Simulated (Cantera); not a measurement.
Charge: 1 mol B₂O₃, 0.24 mol H₂O, equilibrated at 1800 °C and 0.0133 bar.

Cantera equilibrium calculation (NASA polynomials, part measured and part estimated; ideal gas, pure solids and liquids). Candidate condensed phases: B, B₂O₃, B₃O₃H₃, H₂O; 23 gas species. Equilibrium is a limit: real reactors are often held back by kinetics, nucleation or transport.

Base state: B₂O₃ 0.625, HBO₂ 0.329, H₂O 0.0203, BO₂ 0.0142, H₂ 0.00526, BO 0.00258, H 0.00165, OH 0.000724 (mole fractions); condensed: gas only.

### Question
What changes in the equilibrium state with this change: B₂O₃ replaced by borazine?

### Answer
```
species       before     after
----------  --------  --------
H₂           0.00526     0.881
HBO         0.000606    0.0429
N₂                 0    0.0342
B₂O₃           0.625   4.36e-5
HBO₂           0.329   5.44e-5
BO₂           0.0142   1.81e-7
H₂O           0.0203   7.92e-6
H            0.00165    0.0214
BO           0.00258    0.0141
BH₂            <1e-9  0.000531
O₂          0.000269     <1e-9
BN(s), mol         0      2.76
```
The feed counts by its element totals alone. The tables' values for BH₂ are old estimates; treat these amounts as uncertain. Further candidate phases: BN.
